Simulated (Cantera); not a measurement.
# Silicon etching in halogen gases: Si + HBr + Br2

Charge: 1 mol Si, 1.3 mol HBr, 1.2 mol Br2, at 623 K.

Equilibrium computed with Cantera from the NASA thermochemical tables; the gas is ideal and each condensed phase is pure. Candidate condensed phases: Br2, Si; 19 gas species. The tables' values for SiBr3 are old estimates; treat these amounts as uncertain. Equilibrium is a limit: real reactors are often held back by kinetics, nucleation or transport.

| P (Pa) | x SiBr4 | x H2 | x SiHBr3 | x HBr | x SiH2Br2 | x SiBr3 | x SiBr2 | x SiH3Br | n Si(s) |
|---|---|---|---|---|---|---|---|---|---|
| 1 | 0.585 | 0.410 | 0.00162 | 0.00352 | 2.06e-6 | 1.23e-5 | 6.71e-6 | 9.29e-10 | 0.0757 |
| 3.60 | 0.585 | 0.410 | 0.00223 | 0.00255 | 3.91e-6 | 8.90e-6 | 3.54e-6 | 2.43e-9 | 0.0751 |
| 13 | 0.585 | 0.410 | 0.00307 | 0.00185 | 7.43e-6 | 6.46e-6 | 1.86e-6 | 6.37e-9 | 0.0745 |
| 46 | 0.584 | 0.410 | 0.00421 | 0.00135 | 1.40e-5 | 4.71e-6 | 9.89e-7 | 1.64e-8 | 0.0739 |
| 170 | 0.583 | 0.410 | 0.00582 | 0.000973 | 2.68e-5 | 3.39e-6 | 5.14e-7 | 4.37e-8 | 0.0731 |
| 600 | 0.582 | 0.409 | 0.00796 | 0.000709 | 5.02e-5 | 2.47e-6 | 2.73e-7 | 1.12e-7 | 0.0721 |
| 2200 | 0.580 | 0.408 | 0.0110 | 0.000511 | 9.57e-5 | 1.78e-6 | 1.43e-7 | 2.96e-7 | 0.0708 |
| 7700 | 0.578 | 0.406 | 0.0149 | 0.000373 | 0.000178 | 1.30e-6 | 7.60e-8 | 7.52e-7 | 0.0691 |
| 28000 | 0.575 | 0.404 | 0.0205 | 0.000269 | 0.000337 | 9.36e-7 | 3.98e-8 | 1.96e-6 | 0.0668 |
| 100000 | 0.570 | 0.401 | 0.0279 | 0.000194 | 0.000629 | 6.77e-7 | 2.10e-8 | 5.02e-6 | 0.0637 |
x: gas mole fraction; n: condensed amount in mol.

From 1.00 Pa to 1.00 bar the condensed part is Si(s). The main Si-bearing gas is SiBr4 throughout. The share of Si in condensed phases is highest at 1.00 Pa (7.6 %) and lowest at 1.00 bar (6.4 %).
